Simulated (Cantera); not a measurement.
## Tantalum, niobium, vanadium and zirconium in process gases: Ta(OEt)5 + CO2

A closed system holds: 1 mol Ta(OEt)5, 9.1 mol CO2, equilibrated at 66.0 Pa.

Method: chemical equilibrium by Gibbs-energy minimisation in Cantera with the NASA 1993 tables (ideal gas, pure condensed phases). Candidate condensed phases: C, C6H6, C7H8, C8H18, H2O, Ta, TaC, Ta2O5; 113 gas species. The feed counts by its element totals alone. Kinetics and transport are ignored.

```json
[
 {"T (K)": "1148", "x CO": "0.576", "x H2": "0.374", "x H": "1.70e-6", "x H2O": "0.0220", "x CO2": "0.0287", "x TaO2": "<1e-12", "x O": "<1e-12", "n Ta2O5(s)": "0.500", "n Ta2O5(l)": "0"},
 {"T (K)": "1248", "x CO": "0.579", "x H2": "0.370", "x H": "1.11e-5", "x H2O": "0.0253", "x CO2": "0.0254", "x TaO2": "<1e-12", "x O": "<1e-12", "n Ta2O5(s)": "0.500", "n Ta2O5(l)": "0"},
 {"T (K)": "1348", "x CO": "0.582", "x H2": "0.368", "x H": "5.46e-5", "x H2O": "0.0280", "x CO2": "0.0226", "x TaO2": "1.04e-12", "x O": "9.30e-12", "n Ta2O5(s)": "0.500", "n Ta2O5(l)": "0"},
 {"T (K)": "1448", "x CO": "0.584", "x H2": "0.365", "x H": "0.000217", "x H2O": "0.0302", "x CO2": "0.0204", "x TaO2": "6.23e-11", "x O": "2.25e-10", "n Ta2O5(s)": "0.500", "n Ta2O5(l)": "0"},
 {"T (K)": "1548", "x CO": "0.586", "x H2": "0.363", "x H": "0.000722", "x H2O": "0.0321", "x CO2": "0.0186", "x TaO2": "2.16e-9", "x O": "3.60e-9", "n Ta2O5(s)": "0.500", "n Ta2O5(l)": "0"},
 {"T (K)": "1648", "x CO": "0.587", "x H2": "0.361", "x H": "0.00208", "x H2O": "0.0335", "x CO2": "0.0170", "x TaO2": "4.83e-8", "x O": "4.10e-8", "n Ta2O5(s)": "0.500", "n Ta2O5(l)": "0"},
 {"T (K)": "1748", "x CO": "0.587", "x H2": "0.357", "x H": "0.00532", "x H2O": "0.0347", "x CO2": "0.0158", "x TaO2": "7.46e-7", "x O": "3.53e-7", "n Ta2O5(s)": "0.500", "n Ta2O5(l)": "0"},
 {"T (K)": "1848", "x CO": "0.586", "x H2": "0.351", "x H": "0.0122", "x H2O": "0.0355", "x CO2": "0.0148", "x TaO2": "8.46e-6", "x O": "2.41e-6", "n Ta2O5(s)": "0.500", "n Ta2O5(l)": "0"},
 {"T (K)": "1948", "x CO": "0.583", "x H2": "0.342", "x H": "0.0257", "x H2O": "0.0358", "x CO2": "0.0139", "x TaO2": "7.39e-5", "x O": "1.36e-5", "n Ta2O5(s)": "0.499", "n Ta2O5(l)": "0"},
 {"T (K)": "2048", "x CO": "0.576", "x H2": "0.325", "x H": "0.0497", "x H2O": "0.0356", "x CO2": "0.0133", "x TaO2": "0.000515", "x O": "6.56e-5", "n Ta2O5(s)": "0.492", "n Ta2O5(l)": "0"},
 {"T (K)": "2148", "x CO": "0.563", "x H2": "0.297", "x H": "0.0884", "x H2O": "0.0349", "x CO2": "0.0129", "x TaO2": "0.00252", "x O": "0.000281", "n Ta2O5(s)": "0", "n Ta2O5(l)": "0.458"},
 {"T (K)": "2248", "x CO": "0.540", "x H2": "0.254", "x H": "0.144", "x H2O": "0.0340", "x CO2": "0.0133", "x TaO2": "0.0100", "x O": "0.00113", "n Ta2O5(s)": "0", "n Ta2O5(l)": "0.325"},
 {"T (K)": "2348", "x CO": "0.505", "x H2": "0.198", "x H": "0.214", "x H2O": "0.0321", "x CO2": "0.0142", "x TaO2": "0.0270", "x O": "0.00436", "n Ta2O5(s)": "0", "n Ta2O5(l)": "0"},
 {"T (K)": "2448", "x CO": "0.478", "x H2": "0.146", "x H": "0.297", "x H2O": "0.0214", "x CO2": "0.0115", "x TaO2": "0.0253", "x O": "0.0114", "n Ta2O5(s)": "0", "n Ta2O5(l)": "0"}
]
```
x: gas mole fraction; n: condensed amount in mol.

From 1148 K to 2048 K the condensed part is Ta2O5(s). From 2148 K to 2248 K the condensed part is Ta2O5(l). From 2348 K to 2448 K nothing is condensed.
